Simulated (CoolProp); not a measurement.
n-perfluorobutane along the isobar 2590 kPa: fugacity coefficient from the reference equation and from simpler models built on Tc = 386.3 K, pc = 2322 kPa, ω = 0.372; each cubic takes its own stable root.

Computed with CoolProp (reference Helmholtz-energy equation of state, Gao 2022).

```
T (K)          phase  reference
-----  -------------  ---------
289.5         liquid    0.08372
300.9         liquid     0.1181
312.4         liquid     0.1612
323.9         liquid     0.2130
335.3         liquid     0.2728
346.8         liquid     0.3409
358.3         liquid     0.4159
369.7         liquid     0.4952
381.2         liquid     0.5772
392.7  supercritical     0.6521
404.1  supercritical     0.6955
415.6  supercritical     0.7289
427.1  supercritical     0.7569
438.5  supercritical     0.7811
450    supercritical     0.8026
```

Problem. How far does each simpler model (van der Waals, Redlich-Kwong, Soave-Redlich-Kwong, Peng-Robinson) lie from the reference over these 15 states: mean and median of the absolute difference, and the worst?

Solution. 
- van der Waals: mean 47.9 %, median 16.7 %, worst +207.1 % at 289.5 K and 2590 kPa
- Redlich-Kwong: mean 18.4 %, median 6.2 %, worst +68.9 % at 289.5 K and 2590 kPa
- Soave-Redlich-Kwong: mean 0.9 %, median 1.1 %, worst +1.6 % at 335.3 K and 2590 kPa
- Peng-Robinson: mean 2.9 %, median 2.7 %, worst -3.9 % at 404.1 K and 2590 kPa
